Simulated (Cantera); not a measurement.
Cantera run:

```python
import numpy as np
import cantera as ct

gas_names = """
    Fe FeO Fe(OH)2 H HNO HNO2 HNO3 HO2 H2 H2O H2O2 H2S H2SO4 N NH NH2 NH3 NH2OH NO NO2 NO3 N2 N2H2 N2H4
    N2O O OH O2 O3 S SH SN SO SO2 SO3 S2 S2O S8
""".split()
cond_names = """
    Fe(a) Fe(c) Fe(d) Fe(L) FeO(s) FeO(L) Fe(OH)2(s) Fe(OH)3(s) FeS(a) FeS(b) FeS(c) FeS(L) FeSO4(s)
    FeS2(s) Fe2O3(s) Fe2S3O12(s) Fe3O4(s) H2O(s) H2O(L) H2SO4(L) S(cr1) S(cr2) S(L)
""".split()


# ... load() reads the species with a 1 bar reference pressure and builds the phases ...
atoms = {
    'FeS2': {'Fe': 1, 'S': 2},
    'H2S': {'H': 2, 'S': 1},
    'N2': {'N': 2},
    'SO2': {'S': 1, 'O': 2},
}
top_T = {'FeSO4(s)': 950, 'FeS2(s)': 1010, 'Fe2O3(s)': 1830, 'Fe2S3O12(s)': 1100, 'Fe3O4(s)': 1870}  # K; cautious upper limits of use, not melting points


# ... equilibrate(T, P, feed) seeds the gas with the atoms and calls Mixture.equilibrate('TP', solver="vcs", rtol=1e-11, max_steps=5000) ...
results = []
feed = {'FeS2': 1, 'H2S': 4.8, 'N2': 28, 'SO2': 0.96}  # mol
P = 6700  # Pa
for T in [873, 973, 1073, 1173, 1273, 1373, 1473, 1573, 1673, 1773, 1873]:
    mix = equilibrate(T, P, feed)
    results.append((T, P, feed, dict(zip(mix.species_names, mix.species_moles))))
    x = sorted(zip(gas.X, gas.species_names), reverse=True)
    print(f"T = {T:g} K  P = {P:g} Pa  gas = {mix.phase_moles(0):.4g} mol")
    print("   x: " + "  ".join(f"{s} {v:.3e}" for v, s in x if v > 1e-06))
    print("   condensed (mol): " + ("  ".join(f"{mix.phase(i).name} {mix.phase_moles(i):.4g}"
          for i in range(1, mix.n_phases) if mix.phase_moles(i) > 1e-12) or "none"))
```

Output:

```
T = 873 K  P = 6700 Pa  gas = 34.62 mol
   x: N2 8.087e-01  H2S 8.213e-02  H2O 5.436e-02  S2 5.212e-02  H2 2.132e-03  SO2 5.053e-04  S2O 7.781e-05  SH 2.339e-06
   condensed (mol): FeS(c) 0.7159  FeS2(s) 0.2841
T = 973 K  P = 6700 Pa  gas = 34.85 mol
   x: N2 8.035e-01  H2S 7.672e-02  S2 5.838e-02  H2O 5.432e-02  H2 6.692e-03  SO2 3.551e-04  S2O 6.721e-05  SH 1.263e-05
   condensed (mol): FeS(c) 1
T = 1073 K  P = 6700 Pa  gas = 35.01 mol
   x: N2 7.997e-01  H2S 6.702e-02  S2 6.279e-02  H2O 5.416e-02  H2 1.589e-02  SO2 3.049e-04  S2O 6.292e-05  SH 4.765e-05  SO 3.064e-06
   condensed (mol): FeS(c) 1
T = 1173 K  P = 6700 Pa  gas = 35.24 mol
   x: N2 7.945e-01  S2 6.877e-02  H2O 5.370e-02  H2S 5.366e-02  H2 2.878e-02  SO2 3.490e-04  SH 1.368e-04  S2O 6.948e-05  SO 1.071e-05
   condensed (mol): FeS(c) 1
T = 1273 K  P = 6700 Pa  gas = 35.48 mol
   x: N2 7.891e-01  S2 7.486e-02  H2O 5.300e-02  H2 4.234e-02  H2S 3.977e-02  SO2 4.925e-04  SH 3.152e-04  S2O 8.531e-05  SO 3.458e-05  S 1.936e-06
   condensed (mol): FeS(c) 1
T = 1373 K  P = 6700 Pa  gas = 35.69 mol
   x: N2 7.844e-01  S2 7.978e-02  H2 5.403e-02  H2O 5.203e-02  H2S 2.811e-02  SO2 7.753e-04  SH 6.132e-04  S2O 1.094e-04  SO 1.016e-04  S 8.883e-06  H 2.990e-06
   condensed (mol): FeS(c) 1
T = 1473 K  P = 6700 Pa  gas = 35.86 mol
   x: N2 7.809e-01  S2 8.304e-02  H2 6.314e-02  H2O 5.064e-02  H2S 1.955e-02  SO2 1.250e-03  SH 1.052e-03  SO 2.683e-04  S2O 1.399e-04  S 3.293e-05  H 1.228e-05
   condensed (mol): FeS(L) 1
T = 1573 K  P = 6700 Pa  gas = 35.98 mol
   x: N2 7.782e-01  S2 8.474e-02  H2 7.018e-02  H2O 4.866e-02  H2S 1.371e-02  SO2 1.946e-03  SH 1.647e-03  SO 6.313e-04  S2O 1.736e-04  S 1.027e-04  H 4.161e-05  OH 1.042e-06
   condensed (mol): FeS(L) 1
T = 1673 K  P = 6700 Pa  gas = 36.09 mol
   x: N2 7.759e-01  S2 8.513e-02  H2 7.591e-02  H2O 4.602e-02  H2S 9.822e-03  SO2 2.827e-03  SH 2.409e-03  SO 1.325e-03  S 2.778e-04  S2O 2.061e-04  H 1.212e-04  Fe 8.948e-06  OH 3.535e-06
   condensed (mol): FeS(L) 0.9997
T = 1773 K  P = 6700 Pa  gas = 36.19 mol
   x: N2 7.738e-01  S2 8.445e-02  H2 8.086e-02  H2O 4.274e-02  H2S 7.215e-03  SO2 3.785e-03  SH 3.343e-03  SO 2.501e-03  S 6.683e-04  H 3.125e-04  S2O 2.332e-04  Fe 7.276e-05  OH 1.024e-05  SN 1.642e-06  Fe(OH)2 1.501e-06
   condensed (mol): FeS(L) 0.9973
T = 1873 K  P = 6700 Pa  gas = 36.31 mol
   x: N2 7.711e-01  H2 8.522e-02  S2 8.293e-02  H2O 3.895e-02  H2S 5.427e-03  SO2 4.675e-03  SH 4.446e-03  SO 4.290e-03  S 1.456e-03  H 7.279e-04  Fe 4.722e-04  S2O 2.517e-04  OH 2.583e-05  SN 3.357e-06  Fe(OH)2 3.317e-06  FeO 3.106e-06  NO 2.082e-06
   condensed (mol): FeS(L) 0.9826
```

Equilibrium computed with Cantera from the NASA thermochemical tables; the gas is ideal and each condensed phase is pure. FeS: taken at fixed stoichiometry. Gases not in the tables: S3 to S7.
